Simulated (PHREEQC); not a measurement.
## Alkaline etch or developer (model solution)

Consider water at 25 °C with 0.044 mol CsOH, 3.2e-05 mol CO2 and 0.074 mol Na2CO3 per kg of water. Closed to the air; pH follows from the charge balance.

Computed with PHREEQC (ion-association model, wateq4f.dat).

No solid was allowed to form.

**Question.** Predict the pH.

**Answer.** pH 12.49.

**Question.** In which forms is Na present?

**Answer.** Na+ 80 %, NaCO3- 20 % of the Na.

Complexes and solids missing from the database can't appear.
